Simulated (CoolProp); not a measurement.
Aqueous propylene glycol as a coolant, 10 % by mass, freezing at -2.9 °C, 1 atm.

Model: Melinder's fits for secondary coolants, in CoolProp.

```json
[
 {"T (°C)": "0.1", "Prandtl number": "21.5", "conductivity (W/(m K))": "0.516", "density (kg/m³)": "1009", "cp (kJ/(kg K))": "4.059"},
 {"T (°C)": "3.7", "Prandtl number": "18.7", "conductivity (W/(m K))": "0.521", "density (kg/m³)": "1009", "cp (kJ/(kg K))": "4.062"},
 {"T (°C)": "7.3", "Prandtl number": "16.3", "conductivity (W/(m K))": "0.526", "density (kg/m³)": "1009", "cp (kJ/(kg K))": "4.064"},
 {"T (°C)": "10.9", "Prandtl number": "14.4", "conductivity (W/(m K))": "(withheld)", "density (kg/m³)": "1008", "cp (kJ/(kg K))": "(withheld)"},
 {"T (°C)": "14.5", "Prandtl number": "12.8", "conductivity (W/(m K))": "0.536", "density (kg/m³)": "1007", "cp (kJ/(kg K))": "4.071"},
 {"T (°C)": "18.1", "Prandtl number": "11.4", "conductivity (W/(m K))": "0.541", "density (kg/m³)": "1007", "cp (kJ/(kg K))": "4.074"},
 {"T (°C)": "21.7", "Prandtl number": "10.2", "conductivity (W/(m K))": "0.546", "density (kg/m³)": "1006", "cp (kJ/(kg K))": "4.078"},
 {"T (°C)": "25.3", "Prandtl number": "(withheld)", "conductivity (W/(m K))": "0.551", "density (kg/m³)": "1005", "cp (kJ/(kg K))": "4.082"},
 {"T (°C)": "28.9", "Prandtl number": "8.35", "conductivity (W/(m K))": "0.555", "density (kg/m³)": "(withheld)", "cp (kJ/(kg K))": "4.087"},
 {"T (°C)": "32.5", "Prandtl number": "7.61", "conductivity (W/(m K))": "0.560", "density (kg/m³)": "1002", "cp (kJ/(kg K))": "4.091"}
]
```

Question: Complete the blanks.

Answer: 
- 10.9, conductivity (W/(m K)): 0.531
- 10.9, cp (kJ/(kg K)): 4.067
- 25.3, Prandtl number: 9.21
- 28.9, density (kg/m³): 1004
